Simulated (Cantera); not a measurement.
Input: 1 mol PbO, 2 mol CO, 2.4 mol H2, equilibrated at 873.15 K and 4.60 mbar.

Method: chemical equilibrium by Gibbs-energy minimisation in Cantera with the NASA 1993 tables (ideal gas, pure condensed phases). Candidate condensed phases: C, C6H6, C7H8, C8H18, H2O, Pb, PbO, PbO2, Pb3O4; 113 gas species. Rates play no part.

Base state: H2 0.464, CO 0.309, CO2 0.145, H2O 0.0818, Pb 0.000139, CH4 1.51e-5 (mole fractions); condensed: Pb(l).

Q: What changes in the equilibrium state with this change: temperature from 873.15 K to 1098.15 K?

A: 
```tsv
species	before	after
H2	0.464	0.410
CO	0.309	0.343
H2O	0.0818	0.121
CO2	0.145	0.100
Pb	0.000139	0.0255
CH4	1.51e-5	1.39e-8
Pb(l), mol	0.999	0.885
```

Q: What changes in the equilibrium state with this change: temperature from 873.15 K to 1500 K?

A: 
| species | before | after |
|---|---|---|
| CO | 0.309 | 0.318 |
| H2 | 0.464 | 0.312 |
| Pb | 0.000139 | 0.185 |
| CO2 | 0.145 | 0.0524 |
| H2O | 0.0818 | 0.133 |
| H | <1e-9 | 0.000145 |
| PbO | <1e-9 | 3.02e-5 |
| CH4 | 1.51e-5 | <1e-9 |
| Pb(l), mol | 0.999 | 0 |

Q: What changes in the equilibrium state with this change: temperature from 873.15 K to 1050 K?

A: 
| species | before | after |
|---|---|---|
| H2 | 0.464 | 0.424 |
| CO | 0.309 | 0.341 |
| H2O | 0.0818 | 0.116 |
| CO2 | 0.145 | 0.109 |
| Pb | 0.000139 | 0.0101 |
| CH4 | 1.51e-5 | 4.95e-8 |
| Pb(l), mol | 0.999 | 0.955 |
